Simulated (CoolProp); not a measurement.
The fluid at 362.51 K and 0.666 MPa (stagnation) flows isentropically through a choked orifice. The same conditions are run with several fluids, on thermodynamics alone (safety and materials aside).

The numbers come from the reference Helmholtz-energy equation of state of each fluid (sulfur dioxide: Gao 2016; CH3F (R41): Lemmon 2006; R124: de Vries 1995; C3F8 (R218): Lemmon 2006; R134a: Tillner-Roth 1994) in CoolProp.

```
fluid           throat to inlet pressure ratio  mass flux (kg/(m² s))  throat temperature (K)
--------------  ------------------------------  ---------------------  ----------------------
sulfur dioxide                           0.556                    ___                     ___
CH3F (R41)                                 ___                    ___                     ___
R124                                     0.598                   2880                     ___
C3F8 (R218)                              0.603                    ___                   352.1
R134a                                    0.591                    ___                   344.5
```

Problem. Complete the blanks.

Solution. 
- sulfur dioxide, mass flux (kg/(m² s)): 2070
- sulfur dioxide, throat temperature (K): 321.3
- CH3F (R41), throat to inlet pressure ratio: 0.551
- CH3F (R41), mass flux (kg/(m² s)): 1500
- CH3F (R41), throat temperature (K): 319.5
- R124, throat temperature (K): 346.6
- C3F8 (R218), mass flux (kg/(m² s)): 3320
- R134a, mass flux (kg/(m² s)): 2490
